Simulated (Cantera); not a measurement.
**BF₃ + O₂ + N₂ (boron, boron nitride and boron oxide)**

A closed system holds: 1 mol BF₃, 0.1 mol O₂, 0.15 mol N₂, held at 17.0 mbar.

These are equilibrium values from Cantera (NASA tables, ideal gas, pure condensed phases), not measurements of a reactor. Candidate condensed phases: B, BN, B₂O₃; 31 gas species. The tables' values for BF₂ are old estimates; treat these amounts as uncertain. Kinetics and transport are ignored.

```tsv
T (°C)	x BF₃	x F	x N₂	x O₂	x BOF	x O	x NO
627	0.800	1.19e-9	0.120	0.0800	5.22e-11	1.17e-11	2.22e-6
777	0.800	5.89e-8	0.120	0.0800	1.35e-8	1.45e-9	1.27e-5
927	0.800	1.41e-6	0.120	0.0800	5.43e-7	5.44e-8	4.71e-5
1077	0.800	1.81e-5	0.120	0.0799	8.14e-6	9.15e-7	0.000130
1227	0.800	0.000143	0.120	0.0798	6.80e-5	8.79e-6	0.000294
1377	0.799	0.000783	0.120	0.0794	0.000381	5.60e-5	0.000571
1527	0.796	0.00323	0.119	0.0784	0.00159	0.000261	0.000987
1677	0.788	0.0107	0.118	0.0754	0.00527	0.000951	0.00154
1827	0.767	0.0292	0.116	0.0683	0.0145	0.00279	0.00218
1977	0.723	0.0675	0.112	0.0541	0.0335	0.00658	0.00270
2127	0.650	0.131	0.106	0.0318	0.0647	0.0119	0.00273
```
x: gas mole fraction; nothing condenses.

From 627 °C to 2127 °C nothing is condensed. The main B-bearing gas is BF₃ throughout.
